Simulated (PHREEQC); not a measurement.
**Copper plating or etch bath: speciation**

Dissolve 0.00012 mol Cu(NO3)2, 1.7e-06 mol HBF4 and 0.00012 mol FeCl3 per kg of water at 60 °C. Closed to the air; pH follows from the charge balance.

Model: ion-association model, phreeqc.dat, run in PHREEQC.

Precipitation was switched off in this run.

**Question.** Predict the pH, ionic strength.

**Answer.** pH 3.67; ionic strength 0.000745 mol/kgw.

**Question.** In which forms is F present?

**Answer.** F- 50 %, HF 31 %, FeF+2 14 %, FeF2+ 4.8 % of the F.

The solution is supersaturated, for example in Hematite (slow to form), Goethite (slow to form), so a real one may precipitate; this is no full list. Species that the database lacks are ignored. Constants without temperature data keep their 25 °C values here. Real BF4- forms and hydrolyses slowly; the run takes it at equilibrium. Fluoro complexes past AlF4- and FeF3 are missing from the database.
